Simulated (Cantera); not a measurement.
**Thermodynamics of silicon epitaxy and polysilicon growth, feed Si3H8 + HCl + H2 + Cl2**

Charge: 1 mol Si3H8, 0.031 mol HCl, 750 mol H2, 0.6 mol Cl2, held at 0.00310 bar.

These are equilibrium values from Cantera (NASA tables, ideal gas, pure condensed phases), not measurements of a reactor. Candidate condensed phases: Si; 19 gas species. The feed counts by its element totals alone. Gases not in the tables: Si2H6 and higher silanes. The numbers say what is thermodynamically allowed, not how fast it happens.

```tsv
T (K)	log p H2	log p H	log p HCl	log p Si	log p SiH	log p SiH2	log p SiCl2	log p Cl	n Si(s)	n Si(l)
950	-2.51	-10.51	-5.30	<-14	<-14	-13.20	-7.91	-13.32	2.99	0
1050	-2.51	-9.35	-5.30	<-14	-14.24	-11.94	-7.82	-12.18	3.00	0
1150	-2.51	-8.38	-5.30	-12.70	-12.64	-10.89	-7.75	-11.23	3.00	0
1250	-2.51	-7.57	-5.30	-11.08	-11.29	-10.01	-7.69	-10.43	2.99	0
1350	-2.51	-6.88	-5.30	-9.70	-10.15	-9.27	-7.64	-9.75	2.99	0
1450	-2.51	-6.28	-5.30	-8.51	-9.17	-8.62	-7.60	-9.16	2.99	0
1550	-2.51	-5.76	-5.30	-7.48	-8.31	-8.06	-7.57	-8.65	2.98	0
1650	-2.51	-5.30	-5.30	-6.57	-7.57	-7.57	-7.54	-8.19	2.91	0
1750	-2.51	-4.89	-5.30	-5.82	-6.96	-7.19	-7.58	-7.80	0	2.58
```
log p: log10 of the partial pressure in bar; n: condensed amount in mol.

From 950 K to 1650 K the condensed part is Si(s). At 1750 K the condensed part is Si(l). The main Si-bearing gas is SiCl2 at 950 K and Si at 1750 K.
